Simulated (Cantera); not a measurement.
TEOS + N2O + H2 (silicon oxide and oxynitride deposition)

A closed system holds: 1 mol TEOS, 4.7 mol N2O, 94 mol H2, equilibrated at 0.100 bar.

Equilibrium computed with Cantera from the NASA thermochemical tables; the gas is ideal and each condensed phase is pure. Candidate condensed phases: C, C6H6, C7H8, C8H18, H2O, Si, SiC, SiO2, Si2N2O, Si3N4; 151 gas species. The feed counts by its element totals alone. Mutual solubility and eutectic melting of coexisting phases are not modelled. The tables hold silica as quartz up to 1696 K and as liquid above; real silica turns to tridymite and cristobalite and melts near 1996 K. The numbers say what is thermodynamically allowed, not how fast it happens.

```tsv
T (°C)	x H2	x CH4	x CO	x H2O	x N2	n SiO2(α-quartz)	n SiO2(β-quartz)	n C(graphite)	n Si2N2O(s)
475	0.814	0.0749	0.00265	0.0609	0.0463	1.00	0	0	0
525	0.833	0.0602	0.0135	0.0446	0.0451	1.00	0	0	0
575	0.858	0.0392	0.0319	0.0244	0.0434	0	1.00	0	0
625	0.875	0.0237	0.0468	0.0107	0.0422	0	1.00	0	0
675	0.886	0.0135	0.0535	0.00460	0.0415	0	1.00	0.350	0
725	0.893	0.00777	0.0562	0.00205	0.0411	0	1.00	0.667	0
775	0.896	0.00469	0.0573	0.000960	0.0410	0	1.00	0.880	0
825	0.898	0.00295	0.0577	0.000476	0.0409	0	1.00	1.02	0
875	0.899	0.00192	0.0579	0.000250	0.0408	0	1.00	1.11	0
925	0.900	0.00130	0.0580	0.000139	0.0408	0	1.00	1.17	0
975	0.900	0.000903	0.0580	8.03e-5	0.0408	0	1.000	1.20	0
1025	0.894	0.000560	0.0683	6.46e-5	0.0369	0	0.174	0	0.413
```
x: gas mole fraction; n: condensed amount in mol.

From 475 °C to 525 °C the condensed part is SiO2(α-quartz). From 575 °C to 625 °C the condensed part is SiO2(β-quartz). From 675 °C to 975 °C the condensed part is C(graphite) + SiO2(β-quartz). At 1025 °C the condensed part is SiO2(β-quartz) + Si2N2O(s).
